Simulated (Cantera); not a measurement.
A closed system holds: 1 mol Cu, 5 mol NH₃, 2.6 mol H₂, equilibrated at 1352 °C and 0.263 Torr.

Method: chemical equilibrium by Gibbs-energy minimisation in Cantera with the NASA 1993 tables (ideal gas, pure condensed phases). Candidate condensed phases: Cu; 11 gas species. Equilibrium is a limit: real reactors are often held back by kinetics, nucleation or transport.

Base state: H₂ 0.740, N₂ 0.184, Cu 0.0734, H 0.00324, Cu₂ 2.71e-5 (mole fractions); condensed: gas only.

Q: What changes in the equilibrium state with this change: temperature from 1352 °C to 577 °C?

A: 
| species | before | after |
|---|---|---|
| H₂ | 0.740 | 0.802 |
| N₂ | 0.184 | 0.198 |
| Cu | 0.0734 | <1e-9 |
| H | 0.00324 | <1e-9 |
| Cu₂ | 2.71e-5 | <1e-9 |
| Cu(s), mol | 0 | 1.00 |
